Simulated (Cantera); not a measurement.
Charge: 1 mol TiO2, 0.12 mol HCl, at 0.0440 bar.

Method: chemical equilibrium by Gibbs-energy minimisation in Cantera with the NASA 1993 tables (ideal gas, pure condensed phases). Candidate condensed phases: H2O, Ti, TiCl2, TiCl3, TiCl4, TiO, TiO2, Ti2O3, Ti3O5, Ti4O7; 23 gas species. Condensed phases not in the tables: TiOCl. Kinetics and transport are ignored.

x: gas mole fraction; n: condensed amount in mol.

```json
[
 {"T (K)": "1000", "x HCl": "0.997", "x Cl": "?", "x H2O": "0.00176", "x H2": "6.49e-6", "x TiCl4": "0.000880", "n TiO2(rutile)": "1.000"},
 {"T (K)": "1100", "x HCl": "0.997", "x Cl": "?", "x H2O": "0.00218", "x H2": "2.21e-5", "x TiCl4": "0.00109", "n TiO2(rutile)": "1.000"},
 {"T (K)": "1200", "x HCl": "0.996", "x Cl": "?", "x H2O": "0.00259", "x H2": "6.78e-5", "x TiCl4": "0.00129", "n TiO2(rutile)": "1.000"},
 {"T (K)": "1300", "x HCl": "0.995", "x Cl": "?", "x H2O": "0.00300", "x H2": "0.000188", "x TiCl4": "0.00149", "n TiO2(rutile)": "1.000"},
 {"T (K)": "1400", "x HCl": "0.994", "x Cl": "?", "x H2O": "0.00339", "x H2": "0.000467", "x TiCl4": "0.00167", "n TiO2(rutile)": "1.000"},
 {"T (K)": "1500", "x HCl": "0.991", "x Cl": "?", "x H2O": "0.00379", "x H2": "0.00105", "x TiCl4": "0.00180", "n TiO2(rutile)": "1.000"},
 {"T (K)": "1600", "x HCl": "0.987", "x Cl": "?", "x H2O": "0.00422", "x H2": "0.00213", "x TiCl4": "0.00186", "n TiO2(rutile)": "1.000"},
 {"T (K)": "1700", "x HCl": "0.980", "x Cl": "?", "x H2O": "0.00476", "x H2": "0.00401", "x TiCl4": "0.00179", "n TiO2(rutile)": "1.000"}
]
```

Q: Complete the blanks.

A: 
- 1000, x Cl: 3.94e-6
- 1100, x Cl: 2.34e-5
- 1200, x Cl: 9.87e-5
- 1300, x Cl: 0.000323
- 1400, x Cl: 0.000878
- 1500, x Cl: 0.00207
- 1600, x Cl: 0.00438
- 1700, x Cl: 0.00846
